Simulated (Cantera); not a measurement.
Input: 1 mol SiF4, 0.2 mol NH3, 68 mol N2, held at 977 °C.

These are equilibrium values from Cantera (NASA tables, ideal gas, pure condensed phases), not measurements of a reactor. Candidate condensed phases: Si, Si3N4; 37 gas species. The numbers say what is thermodynamically allowed, not how fast it happens.

Which condensed phases are stable at each of these points (P (Pa)): 5, 17, 59, 210, 710, 2400, 8400, 29000, 100000?


```csv
P (Pa),condensed phases,Si condensed (%)
5,gas only,0.0
17,gas only,0.0
59,gas only,0.0
210,gas only,0.0
710,gas only,0.0
2400,Si3N4(s),0.0
8400,Si3N4(s),0.1
29000,Si3N4(s),0.1
100000,Si3N4(s),0.2
```

From 0.0375 Torr to 5.33 Torr nothing is condensed. From 18.0 Torr to 750 Torr the condensed part is Si3N4(s).
